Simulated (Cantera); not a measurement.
Cantera run:

```python
import numpy as np
import cantera as ct

gas_names = """
    C CH CH2 CH3 CH4 CN C2 C2H C2H2,acetylene C2H2,vinylidene C2H3,vinyl CH3CN C2H4 C2H5 C2H6 CCN CNC
    C2N2 C3 C3H3,propargyl C3H4,allene C3H4,propyne C3H4,cyclo- C3H5,allyl C3H6,propylene C3H6,cyclo-
    C3H7,n-propyl C3H7,i-propyl C3H8 C4 C4H2 C4H4,1,3-cyclo- C4H6,butadiene C4H6,2-butyne C4H6,cyclo-
    C4H8,1-butene C4H8,cis2-buten C4H8,tr2-butene C4H8,isobutene C4H8,cyclo- C4H9,n-butyl C4H9,i-butyl
    C4H9,s-butyl C4H9,t-butyl C4H10,isobutane C4H10,n-butane C4N2 C5 C5H6,1,3cyclo- C5H8,cyclo-
    C5H10,1-pentene C5H10,cyclo- C5H11,pentyl C5H11,t-pentyl C5H12,n-pentane C5H12,i-pentane
    CH3C(CH3)2CH3 C6H2 C6H5,phenyl C6H6 C6H10,cyclo- C6H12,1-hexene C6H12,cyclo- C6H13,n-hexyl
    C7H7,benzyl C7H8 C7H14,1-heptene C7H15,n-heptyl C7H16,n-heptane C8H8,styrene C8H10,ethylbenz
    C8H16,1-octene C8H17,n-octyl C8H18,isooctane C8H18,n-octane C9H19,n-nonyl C10H8,naphthale
    C10H21,n-decyl C12H9,o-bipheny C12H10,bipheny H HCN HCCN HNC H2 N NH NH2 NH3 N2 N2H2 N2H4
""".split()
cond_names = """
    C(gr) C6H6(L) C7H8(L) C8H18(L),n-octa
""".split()


def load(file, names, dense=False):
    # The tables refer to 1 bar. Condensed volumes are neglected.
    table = {s.name: s for s in ct.Species.list_from_file(file)}
    out = []
    for n in names:
        d = dict(table[n].input_data)
        d["thermo"] = dict(d["thermo"], **{"reference-pressure": 1e5})
        if dense:
            d["equation-of-state"] = {"model": "constant-volume", "density": "1e6 g/cm^3"}
        out.append(ct.Species.from_dict(d))
    return out


gas = ct.Solution(thermo="ideal-gas", species=load("nasa_gas.yaml", gas_names))
cond = {s.name: ct.Solution(thermo="fixed-stoichiometry", species=[s], name=s.name)
        for s in load("nasa_condensed.yaml", cond_names, dense=True)}
atoms = {
    'C6H6': {'C': 6, 'H': 6},
    'NH3': {'N': 1, 'H': 3},
}
top_T = {'C(gr)': 4500}  # K; cautious upper limits of use, not melting points


def equilibrate(T, P, feed):
    n = {}
    for name, mol in feed.items():
        for a, k in atoms[name].items():
            n[a] = n.get(a, 0.0) + k * mol
    gas.TPX = T, P, n
    mass = sum(n.values()) * gas.mean_molecular_weight
    gas.equilibrate("TP")
    valid = [c for c in cond.values() if c.min_temp <= T <= top_T.get(c.name, c.max_temp)]
    mix = ct.Mixture([(gas, mass / gas.mean_molecular_weight)] + [(c, 0.0) for c in valid])
    mix.T, mix.P = T, P
    mix.equilibrate("TP", solver="vcs", rtol=1e-11, max_steps=5000)
    return mix


results = []
feed = {'C6H6': 1, 'NH3': 0.15}  # mol
P = 100000  # Pa
for T in [1675, 1725, 1775, 1825, 1875, 1925, 1975, 2025, 2075]:
    mix = equilibrate(T, P, feed)
    results.append((T, P, feed, dict(zip(mix.species_names, mix.species_moles))))
    x = sorted(zip(gas.X, gas.species_names), reverse=True)
    print(f"T = {T:g} K  P = {P:g} Pa  gas = {mix.phase_moles(0):.4g} mol")
    print("   x: " + "  ".join(f"{s} {v:.3e}" for v, s in x if v > 1e-06))
    print("   condensed (mol): " + ("  ".join(f"{mix.phase(i).name} {mix.phase_moles(i):.4g}"
          for i in range(1, mix.n_phases) if mix.phase_moles(i) > 1e-12) or "none"))
```

Output:

```
T = 1675 K  P = 100000 Pa  gas = 3.296 mol
   x: H2 9.757e-01  N2 2.251e-02  CH4 1.147e-03  HCN 4.724e-04  H 1.147e-04  C2H2,acetylene 5.666e-05  HNC 1.325e-05  NH3 5.585e-06  C2H4 3.283e-06  CH3 2.743e-06
   condensed (mol): C(gr) 5.994
T = 1725 K  P = 100000 Pa  gas = 3.297 mol
   x: H2 9.757e-01  N2 2.242e-02  CH4 9.508e-04  HCN 6.200e-04  H 1.835e-04  C2H2,acetylene 8.990e-05  HNC 1.973e-05  NH3 4.959e-06  CH3 3.632e-06  C2H4 3.530e-06
   condensed (mol): C(gr) 5.994
T = 1775 K  P = 100000 Pa  gas = 3.298 mol
   x: H2 9.756e-01  N2 2.233e-02  HCN 8.008e-04  CH4 7.969e-04  H 2.859e-04  C2H2,acetylene 1.389e-04  HNC 2.871e-05  CH3 4.731e-06  NH3 4.430e-06  C2H4 3.779e-06
   condensed (mol): C(gr) 5.994
T = 1825 K  P = 100000 Pa  gas = 3.298 mol
   x: H2 9.754e-01  N2 2.221e-02  HCN 1.019e-03  CH4 6.745e-04  H 4.349e-04  C2H2,acetylene 2.095e-04  HNC 4.087e-05  CH3 6.072e-06  C2H4 4.030e-06  NH3 3.980e-06
   condensed (mol): C(gr) 5.993
T = 1875 K  P = 100000 Pa  gas = 3.299 mol
   x: H2 9.751e-01  N2 2.206e-02  HCN 1.279e-03  H 6.473e-04  CH4 5.761e-04  C2H2,acetylene 3.089e-04  HNC 5.705e-05  CH3 7.684e-06  C2H4 4.280e-06  NH3 3.593e-06
   condensed (mol): C(gr) 5.992
T = 1925 K  P = 100000 Pa  gas = 3.3 mol
   x: H2 9.745e-01  N2 2.189e-02  HCN 1.585e-03  H 9.438e-04  CH4 4.961e-04  C2H2,acetylene 4.462e-04  HNC 7.817e-05  CH3 9.602e-06  C2H4 4.531e-06  NH3 3.259e-06
   condensed (mol): C(gr) 5.99
T = 1975 K  P = 100000 Pa  gas = 3.301 mol
   x: H2 9.738e-01  N2 2.170e-02  HCN 1.940e-03  H 1.350e-03  C2H2,acetylene 6.324e-04  CH4 4.305e-04  HNC 1.053e-04  CH3 1.186e-05  C2H4 4.779e-06  NH3 2.967e-06
   condensed (mol): C(gr) 5.988
T = 2025 K  P = 100000 Pa  gas = 3.302 mol
   x: H2 9.729e-01  N2 2.147e-02  HCN 2.348e-03  H 1.898e-03  C2H2,acetylene 8.804e-04  CH4 3.762e-04  HNC 1.396e-04  CH3 1.448e-05  C2H4 5.025e-06  NH3 2.710e-06
   condensed (mol): C(gr) 5.985
T = 2075 K  P = 100000 Pa  gas = 3.303 mol
   x: H2 9.716e-01  N2 2.121e-02  HCN 2.813e-03  H 2.626e-03  C2H2,acetylene 1.206e-03  CH4 3.309e-04  HNC 1.822e-04  CH3 1.750e-05  C2H4 5.268e-06  NH3 2.483e-06
   condensed (mol): C(gr) 5.981
```

Equilibrium computed with Cantera from the NASA thermochemical tables; the gas is ideal and each condensed phase is pure.
